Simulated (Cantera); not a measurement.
## Thermodynamics of chlorosilane synthesis and conversion, feed SiCl4 + H2

Charge: 1 mol SiCl4, 3 mol H2, at 100 Torr.

Equilibrium computed with Cantera from the NASA thermochemical tables; the gas is ideal and each condensed phase is pure. Candidate condensed phases: Si; 19 gas species. The tables' values for SiCl3 are old estimates; treat these amounts as uncertain. Kinetics and transport are ignored.

```csv
T (K),log p H2,log p SiCl4,log p HCl,log p SiHCl3,log p SiCl3,log p SiH2Cl2
600,-1.00,-1.48,-3.52,-3.52,-8.52,-6.86
650,-1.00,-1.48,-3.29,-3.29,-7.57,-6.33
700,-1.00,-1.49,-3.09,-3.09,-6.75,-5.88
750,-1.01,-1.49,-2.92,-2.92,-6.05,-5.49
800,-1.01,-1.50,-2.77,-2.78,-5.43,-5.15
850,-1.01,-1.51,-2.64,-2.65,-4.89,-4.85
900,-1.01,-1.52,-2.53,-2.55,-4.42,-4.60
950,-1.02,-1.53,-2.43,-2.45,-4.00,-4.37
```
log p: log10 of the partial pressure in bar; nothing condenses.

From 600 K to 950 K nothing is condensed. The main Si-bearing gas is SiCl4 throughout.
